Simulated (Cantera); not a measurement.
A closed system holds: 1 mol HMDSO, 3.2 mol N2O, 33 mol N2, 2.6 mol H2O, held at 0.100 bar.

Equilibrium computed with Cantera from the NASA thermochemical tables; the gas is ideal and each condensed phase is pure. Candidate condensed phases: C, C6H6, C7H8, C8H18, H2O, Si, SiC, SiO2, Si2N2O, Si3N4; 151 gas species. The feed counts by its element totals alone. The tables hold silica as quartz up to 1696 K and as liquid above; real silica turns to tridymite and cristobalite and melts near 1996 K. Equilibrium is a limit: real reactors are often held back by kinetics, nucleation or transport.

Q: Which condensed phases are stable at each of these points (T (K)): 525, 600, 675, 750, 825, 900, 975, 1050, 1125, 1200, 1275, 1350, 1425?

A: 
| T (K) | condensed phases | Si condensed (%) |
|---|---|---|
| 525 | C(graphite) + SiO2(α-quartz) | 100.0 |
| 600 | C(graphite) + SiO2(α-quartz) | 100.0 |
| 675 | C(graphite) + SiO2(α-quartz) | 100.0 |
| 750 | C(graphite) + SiO2(α-quartz) | 100.0 |
| 825 | C(graphite) + SiO2(α-quartz) | 100.0 |
| 900 | C(graphite) + SiO2(β-quartz) | 100.0 |
| 975 | C(graphite) + SiO2(β-quartz) | 100.0 |
| 1050 | C(graphite) + SiO2(β-quartz) | 100.0 |
| 1125 | C(graphite) + SiO2(β-quartz) | 100.0 |
| 1200 | C(graphite) + SiO2(β-quartz) | 100.0 |
| 1275 | C(graphite) + Si2N2O(s) | 100.0 |
| 1350 | C(graphite) + Si2N2O(s) | 100.0 |
| 1425 | C(graphite) + Si2N2O(s) | 100.0 |

From 525 K to 825 K the condensed part is C(graphite) + SiO2(α-quartz). From 900 K to 1200 K the condensed part is C(graphite) + SiO2(β-quartz). From 1275 K to 1425 K the condensed part is C(graphite) + Si2N2O(s).
